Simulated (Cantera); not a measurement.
## Adiabatic ignition

An adiabatic, constant-volume homogeneous reactor starts with H₂ : O₂ : N₂ = 1 : 0.417 : 1.57 (molar parts), equivalence ratio 1.2, at 1250 K and 100000 Pa.

Cantera simulation using the H2/O2 subset of GRI-Mech 3.0, which has no nitrogen chemistry; the numbers are that mechanism's predictions, not measurements.

```json
[
 {"t (s)": "1.00e-5", "T (K)": "1250", "P (bar)": "1.00", "x H₂": "0.335", "x O₂": "0.140", "x H₂O₂": "2.04e-9", "x H₂O": "1.37e-6", "x OH": "7.69e-8", "x H": "1.17e-6"},
 {"t (s)": "3.23e-5", "T (K)": "1343", "P (bar)": "1.07", "x H₂": "0.283", "x O₂": "0.118", "x H₂O₂": "1.42e-6", "x H₂O": "0.0383", "x OH": "0.00236", "x H": "0.0278"},
 {"t (s)": "0.000104", "T (K)": "2971", "P (bar)": "2.14", "x H₂": "0.0842", "x O₂": "0.00803", "x H₂O₂": "5.54e-7", "x H₂O": "0.257", "x OH": "0.0300", "x H": "0.0303"},
 {"t (s)": "0.000337", "T (K)": "2981", "P (bar)": "2.15", "x H₂": "0.0840", "x O₂": "0.00787", "x H₂O₂": "5.65e-7", "x H₂O": "0.258", "x OH": "0.0298", "x H": "0.0297"},
 {"t (s)": "0.00109", "T (K)": "2981", "P (bar)": "2.15", "x H₂": "0.0840", "x O₂": "0.00787", "x H₂O₂": "5.65e-7", "x H₂O": "0.258", "x OH": "0.0298", "x H": "0.0297"},
 {"t (s)": "0.00352", "T (K)": "2981", "P (bar)": "2.15", "x H₂": "0.0840", "x O₂": "0.00787", "x H₂O₂": "5.65e-7", "x H₂O": "0.258", "x OH": "0.0298", "x H": "0.0297"},
 {"t (s)": "0.0114", "T (K)": "2981", "P (bar)": "2.15", "x H₂": "0.0840", "x O₂": "0.00787", "x H₂O₂": "5.65e-7", "x H₂O": "0.258", "x OH": "0.0298", "x H": "0.0297"},
 {"t (s)": "0.0367", "T (K)": "2981", "P (bar)": "2.15", "x H₂": "0.0840", "x O₂": "0.00787", "x H₂O₂": "5.65e-7", "x H₂O": "0.258", "x OH": "0.0298", "x H": "0.0297"},
 {"t (s)": "0.119", "T (K)": "2981", "P (bar)": "2.15", "x H₂": "0.0840", "x O₂": "0.00787", "x H₂O₂": "5.65e-7", "x H₂O": "0.258", "x OH": "0.0298", "x H": "0.0297"},
 {"t (s)": "0.383", "T (K)": "2981", "P (bar)": "2.15", "x H₂": "0.0840", "x O₂": "0.00787", "x H₂O₂": "5.65e-7", "x H₂O": "0.258", "x OH": "0.0298", "x H": "0.0297"},
 {"t (s)": "1.24", "T (K)": "2981", "P (bar)": "2.15", "x H₂": "0.0840", "x O₂": "0.00787", "x H₂O₂": "5.65e-7", "x H₂O": "0.258", "x OH": "0.0298", "x H": "0.0297"},
 {"t (s)": "4.00", "T (K)": "2981", "P (bar)": "2.15", "x H₂": "0.0840", "x O₂": "0.00787", "x H₂O₂": "5.65e-7", "x H₂O": "0.258", "x OH": "0.0298", "x H": "0.0297"}
]
```
x: mole fraction; the columns are a selection and need not sum to one.

```
Item                                                                Result
---------------------------------  ---------------------------------------
time of steepest temperature rise                                  34.9 µs
temperature at 4.00 s                                               2981 K
equilibrium temperature                                             2981 K
x(H₂) at 4.00 s                      0.0840 (gas-phase equilibrium 0.0840)
x(O₂) at 4.00 s                    0.00787 (gas-phase equilibrium 0.00787)
x(H₂O₂) at 4.00 s                  5.65e-7 (gas-phase equilibrium 5.65e-7)
```
